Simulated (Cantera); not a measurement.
# Transport properties of process gases

Gas mixture: C₃H₈ = 0.44 (molar parts), at 10.00 Torr, frozen composition.

Cantera's kinetic-theory transport with the Lennard-Jones parameters of GRI-Mech 3.0, ideal gas; thermal conductivity in the mixture-averaged form. The composition is frozen, though it would react at the higher temperatures.

```json
[
 {"T (K)": "400", "ρ (kg/m³)": "0.0177", "cp (J/kg/K)": "2134", "μ (µPa s)": "10.9", "λ (mW/m/K)": "30.7", "Pr": "0.756", "D (cm²/s) C₂H₂": "11.9", "D (cm²/s) NH₃": "15.1", "D (cm²/s) CH₃": "16.4"},
 {"T (K)": "650", "ρ (kg/m³)": "0.0109", "cp (J/kg/K)": "3083", "μ (µPa s)": "16.5", "λ (mW/m/K)": "67.4", "Pr": "0.756", "D (cm²/s) C₂H₂": "28.8", "D (cm²/s) NH₃": "38.4", "D (cm²/s) CH₃": "39.2"},
 {"T (K)": "900", "ρ (kg/m³)": "0.00786", "cp (J/kg/K)": "3749", "μ (µPa s)": "21.2", "λ (mW/m/K)": "105", "Pr": "0.758", "D (cm²/s) C₂H₂": "51.1", "D (cm²/s) NH₃": "69.8", "D (cm²/s) CH₃": "68.9"},
 {"T (K)": "1150", "ρ (kg/m³)": "0.00615", "cp (J/kg/K)": "4195", "μ (µPa s)": "25.4", "λ (mW/m/K)": "141", "Pr": "0.753", "D (cm²/s) C₂H₂": "77.9", "D (cm²/s) NH₃": "108", "D (cm²/s) CH₃": "105"},
 {"T (K)": "1400", "ρ (kg/m³)": "0.00505", "cp (J/kg/K)": "4523", "μ (µPa s)": "29.1", "λ (mW/m/K)": "176", "Pr": "0.750", "D (cm²/s) C₂H₂": "109", "D (cm²/s) NH₃": "152", "D (cm²/s) CH₃": "146"},
 {"T (K)": "1650", "ρ (kg/m³)": "0.00428", "cp (J/kg/K)": "4780", "μ (µPa s)": "32.6", "λ (mW/m/K)": "208", "Pr": "0.750", "D (cm²/s) C₂H₂": "144", "D (cm²/s) NH₃": "202", "D (cm²/s) CH₃": "192"},
 {"T (K)": "1900", "ρ (kg/m³)": "0.00372", "cp (J/kg/K)": "4978", "μ (µPa s)": "35.8", "λ (mW/m/K)": "238", "Pr": "0.749", "D (cm²/s) C₂H₂": "182", "D (cm²/s) NH₃": "257", "D (cm²/s) CH₃": "243"},
 {"T (K)": "2150", "ρ (kg/m³)": "0.00329", "cp (J/kg/K)": "5126", "μ (µPa s)": "38.8", "λ (mW/m/K)": "266", "Pr": "0.749", "D (cm²/s) C₂H₂": "224", "D (cm²/s) NH₃": "317", "D (cm²/s) CH₃": "298"}
]
```
D: mixture-averaged diffusion coefficient of that species in the mixture.
